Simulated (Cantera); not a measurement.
A closed system holds: 1 mol Si2H6, 15 mol CO2, held at 1423 K and 1.00 bar.

These are equilibrium values from Cantera (NASA tables, ideal gas, pure condensed phases), not measurements of a reactor. Candidate condensed phases: C, C6H6, C7H8, C8H18, H2O, Si, SiC, SiO2; 123 gas species. The feed counts by its element totals alone. The tables hold silica as quartz up to 1696 K and as liquid above; real silica turns to tridymite and cristobalite and melts near 1996 K. Gases not in the tables: Si(OH)4. Equilibrium is a limit: real reactors are often held back by kinetics, nucleation or transport.

Base state: CO2 0.485, CO 0.349, H2O 0.126, H2 0.0402 (mole fractions); condensed: SiO2(β-quartz).

**Question.** What changes in the equilibrium state with this change: temperature from 1423 K to 798.15 K?

**Answer.** 
```csv
species,before,after
CO2,0.485,0.729
H2O,0.126,0.122
CO,0.349,0.0834
H2,0.0402,0.0598
CH4,2.10e-9,0.00496
"SiO2(β-quartz), mol",2.00,0
"C(graphite), mol",0,2.23
"SiO2(α-quartz), mol",0,2.00
```
